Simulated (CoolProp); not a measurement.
CH2F2 (R32) at 323.88 K and 0.812 MPa is throttled through a valve to 0.369 MPa with no heat exchange. Each further row changes one setting.

Computed with CoolProp (reference Helmholtz-energy equation of state, Tillner-Roth 1997).

| case | temperature change (K) | final density (kg/m³) |
|---|---|---|
| as stated | -8.8 | 7.61 |
| outlet pressure 0.111 MPa | -14.4 | 2.27 |
| outlet pressure 0.48 MPa | -6.5 | 9.94 |
